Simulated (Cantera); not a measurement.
A closed system holds: 1 mol BF3, 0.09 mol O2, 0.82 mol N2, at 1625 °C and 12.0 mbar.

Cantera equilibrium calculation (NASA polynomials, part measured and part estimated; ideal gas, pure solids and liquids). Candidate condensed phases: B, BN, B2O3; 31 gas species. Equilibrium is a limit: real reactors are often held back by kinetics, nucleation or transport.

Base state: BF3 0.517, N2 0.426, O2 0.0439, F 0.00677, BOF 0.00336, NO 0.00192, O 0.000561, BOF2 5.54e-5 (mole fractions); condensed: gas only.

### Question
What changes in the equilibrium state with this change: O2 from 0.09 to 0.45 mol?

### Answer
```tsv
species	before	after
BF3	0.517	0.433
N2	0.426	0.357
O2	0.0439	0.192
O	0.000561	0.00117
NO	0.00192	0.00367
```
